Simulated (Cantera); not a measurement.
Charge: 1 mol TEOS, 13 mol H₂O, 2.6 mol H₂, 1.4 mol O₂, equilibrated at 3.08 Torr.

Method: chemical equilibrium by Gibbs-energy minimisation in Cantera with the NASA 1993 tables (ideal gas, pure condensed phases). Candidate condensed phases: C, C₆H₆, C₇H₈, C₈H₁₈, H₂O, Si, SiC, SiO₂; 123 gas species. The feed counts by its element totals alone. Equilibrium is a limit: real reactors are often held back by kinetics, nucleation or transport.

At 850 °C, list the 4 most abundant gas species with their mole fractions, and the condensed phases.

H₂ 0.536, H₂O 0.226, CO 0.172, CO₂ 0.0661. Condensed: SiO₂(β-quartz).
